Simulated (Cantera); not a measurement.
A freely propagating, adiabatic, planar premixed flame of 4.76 % CH4, 4.76 % C2H6, 23.8 % O2, 66.7 % N2, unburnt at 700 K and 1.40 bar; multicomponent transport, grid criteria slope 0.08 and curve 0.16, no radiation.

Computed with Cantera and GRI-Mech 3.0 (53 species, 325 reactions). Burning velocities carry a grid error of a few per cent, more on coarse grids.

Task: Predict: laminar burning velocity; thermal thickness; peak x(C2H4); peak x(H2).

Result: 
* **laminar burning velocity**: 246 cm/s
* **thermal thickness**: 0.163 mm
* **peak x(C2H4)**: 0.00594
* **peak x(H2)**: 0.0395
